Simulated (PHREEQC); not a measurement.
# Reverse-osmosis permeate: an equilibrium model

Model water analysis in mg/L, 30 °C, pH 5.98, pe 0.5: Na 0.0644; K 0.191; Ca 2.03; Mg 0.232; Cl 0.88; S(6) as SO4 2.83; Alkalinity as HCO3 2.41; Li 0.000173.

Valence states are taken as typed.

Model: ion-association model, wateq4f.dat, run in PHREEQC.

- ionic strength = 0.000215 mol/kgw
- charge-balance error = 1.9 %

```
species  molality  activity   log γ
-------  --------  --------  ------
CO2       8.88e-5   8.88e-5   0.000
Ca+2      5.04e-5   4.71e-5  -0.029
HCO3-     4.05e-5   3.98e-5  -0.007
SO4-2     2.91e-5   2.72e-5  -0.029
Cl-       2.48e-5   2.44e-5  -0.007
Mg+2      9.47e-6   8.86e-6  -0.029
K+        4.88e-6   4.80e-6  -0.007
Na+       2.80e-6   2.75e-6  -0.007
H+        1.06e-6   1.05e-6  -0.007
CaSO4     2.67e-7   2.67e-7   0.000
MgSO4     6.41e-8   6.41e-8   0.000
CaHCO3+   2.60e-8   2.56e-8  -0.007
Li+       2.49e-8   2.45e-8  -0.007
```

Precipitation was switched off in this run.
